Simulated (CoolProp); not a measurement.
Normal hydrogen along the isobar 4.13 MPa: density (kg/m³) from the reference equation and from simpler models built on Tc = 33.1 K, pc = 1.296 MPa, ω = -0.219; each cubic takes its own stable root.

Computed with CoolProp (reference Helmholtz-energy equation of state, Leachman 2009).

| T (K) | phase | reference | van der Waals | Redlich-Kwong | Soave-Redlich-Kwong | Peng-Robinson |
|---|---|---|---|---|---|---|
| 23.7 | liquid | 72.25 | 58.46 | 82.18 | 78.48 | 87.91 |
| 52.2 | supercritical | 25.19 | 24.44 | 23.04 | 25.60 | 27.51 |
| 80.7 | supercritical | 12.83 | 12.80 | 12.46 | 13.07 | 13.65 |
| 109.2 | supercritical | 9.065 | 9.050 | 8.932 | 9.184 | 9.470 |
| 137.6 | supercritical | 7.101 | 7.085 | 7.041 | 7.170 | 7.340 |
| 166.1 | supercritical | 5.861 | 5.844 | 5.830 | 5.903 | 6.015 |
| 194.6 | supercritical | 5.000 | 4.983 | 4.983 | 5.028 | 5.107 |
| 223.1 | supercritical | 4.365 | 4.349 | 4.355 | 4.384 | 4.442 |
